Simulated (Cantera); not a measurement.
Feed: 1 mol N2O, 0.13 mol H2O, 2.5 mol H2, 0.012 mol SO2, equilibrated at 3473 K and 1 atm.

Cantera equilibrium calculation (NASA polynomials, part measured and part estimated; ideal gas, pure solids and liquids). Candidate condensed phases: H2O, H2SO4, S; 35 gas species. Rates play no part.

Q: What is the equilibrium state?

A: 
| Item | Result |
|---|---|
| x(H) | 0.284 |
| x(H2) | 0.265 |
| x(N2) | 0.210 |
| x(H2O) | 0.125 |
| x(OH) | 0.0608 |
| x(O) | 0.0380 |
| x(NO) | 0.00734 |
| x(O2) | 0.00692 |
| x(SO) | 0.00117 |
| gas amount | 4.675 mol |
| log10 activity of S(l) (absent) | -4.93 |
